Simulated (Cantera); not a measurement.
# Equilibrium for silicon epitaxy and polysilicon growth: SiH2Cl2 + N2 + HCl

A closed system holds: 1 mol SiH2Cl2, 26 mol N2, 0.06 mol HCl, equilibrated at 1.00 bar.

Method: chemical equilibrium by Gibbs-energy minimisation in Cantera with the NASA 1993 tables (ideal gas, pure condensed phases). Candidate condensed phases: NH4Cl, Si, Si3N4; 28 gas species. N2 is the only nitrogen source here; it is nearly inert below about 1500 K, so the nitride shown seldom forms there in practice. The tables' values for SiCl3 are old estimates; treat these amounts as uncertain. Equilibrium is a limit: real reactors are often held back by kinetics, nucleation or transport.

| T (K) | log p N2 | log p HCl | log p H2 | log p SiCl2 | log p SiCl4 | log p SiCl3 | n Si3N4(s) |
|---|---|---|---|---|---|---|---|
| 1200 | -0.03 | -1.30 | -1.90 | -5.34 | -2.20 | -4.24 | 0.275 |
| 1250 | -0.03 | -1.30 | -1.91 | -4.87 | -2.22 | -3.97 | 0.276 |
| 1300 | -0.03 | -1.29 | -1.92 | -4.42 | -2.23 | -3.71 | 0.277 |
| 1350 | -0.03 | -1.29 | -1.92 | -4.02 | -2.25 | -3.48 | 0.277 |
| 1400 | -0.03 | -1.29 | -1.93 | -3.65 | -2.27 | -3.27 | 0.277 |
| 1450 | -0.03 | -1.29 | -1.93 | -3.31 | -2.31 | -3.09 | 0.275 |
| 1500 | -0.03 | -1.29 | -1.93 | -3.00 | -2.35 | -2.93 | 0.272 |
| 1550 | -0.03 | -1.29 | -1.92 | -2.73 | -2.42 | -2.80 | 0.266 |
| 1600 | -0.03 | -1.30 | -1.91 | -2.49 | -2.52 | -2.70 | 0.256 |
| 1650 | -0.03 | -1.31 | -1.88 | -2.28 | -2.66 | -2.64 | 0.243 |
| 1700 | -0.03 | -1.33 | -1.85 | -2.12 | -2.83 | -2.62 | 0.227 |
| 1750 | -0.03 | -1.36 | -1.81 | -1.99 | -3.05 | -2.64 | 0.209 |
log p: log10 of the partial pressure in bar; n: condensed amount in mol.

From 1200 K to 1750 K the condensed part is Si3N4(s). The main Si-bearing gas is SiCl4 at 1200 K and SiCl2 at 1750 K. The share of Si in condensed phases is highest at 1350 K (83.2 %) and lowest at 1750 K (62.7 %).
